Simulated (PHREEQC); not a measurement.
# Brine (model solution)

A solution holds 6 mol/kgw NaOH, 0.0087 mol/kgw K2SO4 and 0.19 mol/kgw LiCl, at 25 °C. Closed to the air; pH follows from the charge balance.

Equilibrium calculation in PHREEQC: Pitzer model, pitzer.dat.

Each row changes one thing in this solution. This is a speciation only: nothing precipitates in the calculation.

```
case                                           pH  SI of Halite (NaCl)  SI of Thenardite (Na2SO4)
------------------------------------------  -----  -------------------  -------------------------
as made                                     15.12                -1.70                      -1.98
diluted 10-fold with water                  13.61                -3.89                      -4.51
NaOH replaced by NaBr at the same molality   6.19                -1.39                      -1.86
temperature from 25 to 35 °C                14.79                -1.74                      -1.96
```
